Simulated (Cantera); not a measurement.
A closed system holds: 1 mol BN, 6.1 mol H2O, at 1252 °C.

Cantera equilibrium calculation (NASA polynomials, part measured and part estimated; ideal gas, pure solids and liquids). Candidate condensed phases: B, BN, B2O3, B3O3H3, H2O; 39 gas species. Gases not in the tables: H3BO3. Equilibrium is a limit: real reactors are often held back by kinetics, nucleation or transport.

x: gas mole fraction; n: condensed amount in mol.

```json
[
 {"P (Pa)": "1", "x H2O": "0.577", "x H2": "0.209", "x HBO2": "0.138", "x N2": "0.0703", "x H": "0.00342", "x (HBO2)3": "4.16e-11", "x B2O3": "0.00130", "n B2O3(l)": "0"},
 {"P (Pa)": "6.80", "x H2O": "0.578", "x H2": "0.210", "x HBO2": "0.138", "x N2": "0.0704", "x H": "[?]", "x (HBO2)3": "[?]", "x B2O3": "0.00130", "n B2O3(l)": "0"},
 {"P (Pa)": "46", "x H2O": "0.579", "x H2": "0.211", "x HBO2": "0.138", "x N2": "0.0704", "x H": "0.000507", "x (HBO2)3": "8.86e-8", "x B2O3": "0.00130", "n B2O3(l)": "0"},
 {"P (Pa)": "320", "x H2O": "0.579", "x H2": "0.211", "x HBO2": "0.138", "x N2": "0.0704", "x H": "0.000192", "x (HBO2)3": "4.29e-6", "x B2O3": "0.00130", "n B2O3(l)": "0"},
 {"P (Pa)": "2200", "x H2O": "0.579", "x H2": "0.211", "x HBO2": "0.138", "x N2": "0.0704", "x H": "[?]", "x (HBO2)3": "[?]", "x B2O3": "0.00129", "n B2O3(l)": "0"},
 {"P (Pa)": "15000", "x H2O": "0.643", "x H2": "0.220", "x HBO2": "0.0624", "x N2": "0.0734", "x H": "2.87e-5", "x (HBO2)3": "0.000868", "x B2O3": "0.000239", "n B2O3(l)": "0.277"},
 {"P (Pa)": "100000", "x H2O": "0.673", "x H2": "0.225", "x HBO2": "0.0247", "x N2": "0.0749", "x H": "1.12e-5", "x (HBO2)3": "0.00240", "x B2O3": "3.59e-5", "n B2O3(l)": "0.393"}
]
```

**Question.** Some entries are withheld; supply them.

**Answer.** 
- 2200, x H: 7.33e-5
- 2200, x (HBO2)3: 0.000201
- 6.80, x H: 0.00132
- 6.80, x (HBO2)3: 1.93e-9
